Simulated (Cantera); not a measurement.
What does this Cantera script print?

```python
import numpy as np
import cantera as ct

gas = ct.Solution("gri30.yaml")
gas.TP = 300, 39000
flame = ct.CounterflowDiffusionFlame(gas, width=0.02)
flame.fuel_inlet.X, flame.fuel_inlet.T = {'CH4': 1, 'N2': 1.7}, 600
flame.oxidizer_inlet.X, flame.oxidizer_inlet.T = {'O2': 0.22, 'N2': 0.78}, 648
flame.set_refine_criteria(ratio=3, slope=0.12, curve=0.24, prune=0.03)
show = ['OH', 'H', 'NO', 'CO', 'C2H2']

rows = []
print(f"{'mdot':>8s}{'a_max':>10s}{'a_mean':>10s}{'Tmax/K':>9s}" + "".join(f"{s:>11s}" for s in show) + "   (peak mole fractions)")
for i, mdot in enumerate([0.098, 0.14, 0.19, 0.27, 0.38, 0.54, 0.76, 1.1, 1.5, 2.1]):  # kg/m2/s on the oxidiser side
    flame.oxidizer_inlet.mdot, flame.fuel_inlet.mdot = mdot, 1 * mdot
    flame.solve(loglevel=0, auto=(i == 0))
    if flame.T.max() < max(600, 648) + 100:
        print(f"{mdot:8.3g}  no burning solution found from the previous one")
        break
    dT = np.abs(np.gradient(flame.T, flame.grid))
    rows.append([flame.strain_rate("max"), flame.strain_rate("mean"), flame.T.max(),
                 *(flame.X[gas.species_index(s)].max() for s in show), max(dT[0], dT[-1]) / dT.max()])
    print(f"{mdot:8.3g}{rows[-1][0]:10.1f}{rows[-1][1]:10.1f}{rows[-1][2]:9.1f}" + "".join(f"{x:11.3e}" for x in rows[-1][3:-1]))
```

It prints:

```
    mdot     a_max    a_mean   Tmax/K         OH          H         NO         CO       C2H2   (peak mole fractions)
   0.098     189.5      50.0   1984.2  7.404e-03  5.552e-03  2.022e-04  4.842e-02  7.649e-03
    0.14     261.8      71.4   1964.6  7.180e-03  5.713e-03  1.716e-04  4.812e-02  7.159e-03
    0.19     346.1      97.0   1947.0  6.964e-03  5.804e-03  1.440e-04  4.800e-02  6.646e-03
    0.27     478.7     137.8   1926.1  6.682e-03  5.853e-03  1.125e-04  4.815e-02  5.965e-03
    0.38     657.1     193.9   1901.2  6.300e-03  5.759e-03  8.175e-05  4.845e-02  5.100e-03
    0.54     910.2     275.6   1865.7  5.710e-03  5.408e-03  5.086e-05  4.880e-02  3.922e-03
    0.76    1245.9     387.8   1809.7  4.771e-03  4.577e-03  2.332e-05  4.886e-02  2.428e-03
     1.1  no burning solution found from the previous one
```

Computed with Cantera and GRI-Mech 3.0 (53 species, 325 reactions). GRI-Mech 3.0 has no aromatics or soot, which form on the fuel side of real flames. The maximum strain rate includes the flame's own expansion and is several times the mean. A flux with no burning solution from the previous one only brackets extinction.
